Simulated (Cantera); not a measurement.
Charge: 1 mol HMDSO, 0.86 mol H₂O, at 1375 K and 0.940 bar.

These are equilibrium values from Cantera (NASA tables, ideal gas, pure condensed phases), not measurements of a reactor. Candidate condensed phases: C, C₆H₆, C₇H₈, C₈H₁₈, H₂O, Si, SiC, SiO₂; 123 gas species. The feed counts by its element totals alone. Mutual solubility and eutectic melting of coexisting phases are not modelled. The tables hold silica as quartz up to 1696 K and as liquid above; real silica turns to tridymite and cristobalite and melts near 1996 K. Rates play no part.

Base state: H₂ 0.993, CH₄ 0.00461, CO 0.00270, H₂O 1.16e-5 (mole fractions); condensed: C(graphite) + SiC(s) + SiO₂(β-quartz).

### Question
What changes in the equilibrium state with this change: HMDSO replaced by SiH₄?

### Answer
| species | before | after |
|---|---|---|
| H₂ | 0.993 | 1.000 |
| SiO | 2.99e-6 | 4.57e-5 |
| H₂O | 1.16e-5 | 7.65e-7 |
| CH₄ | 0.00461 | 0 |
| CO | 0.00270 | 0 |
| C(graphite), mol | 4.84 | 0 |
| SiC(s), mol | 1.08 | 0 |
| SiO₂(β-quartz), mol | 0.917 | 0.430 |
| Si(s), mol | 0 | 0.570 |
